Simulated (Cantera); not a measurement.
An adiabatic, constant-volume homogeneous reactor starts with CH3OH : O2 : N2 = 1 : 2.42 : 29 (molar parts), at 1200 K and 9.87 atm.

Cantera simulation using GRI-Mech 3.0 (53 species, 325 reactions); the numbers are that mechanism's predictions, not measurements. GRI-Mech 3.0 was tuned for natural gas; its chemistry of methanol as a main component is partial and can be far from experiment.

Question: Predict: time of steepest temperature rise; temperature at 3.00 s; equilibrium temperature; x(O2) at 3.00 s; x(CO) at 3.00 s; x(NO) at 3.00 s; x(NO2) at 3.00 s.

Answer: 
```json
{
 "time_of_steepest_temperature_rise": "2.31 ms",
 "temperature at 3.00 s": "1925 K",
 "equilibrium_temperature": "1923 K",
 "x(O2) at 3.00 s": "0.0269 (gas-phase equilibrium 0.0267)",
 "x(CO) at 3.00 s": "3.16e-5 (gas-phase equilibrium 3.14e-5)",
 "x(NO) at 3.00 s": "0.00187 (gas-phase equilibrium 0.00233)",
 "x(NO2) at 3.00 s": "5.30e-6 (gas-phase equilibrium 6.59e-6)"
}
```
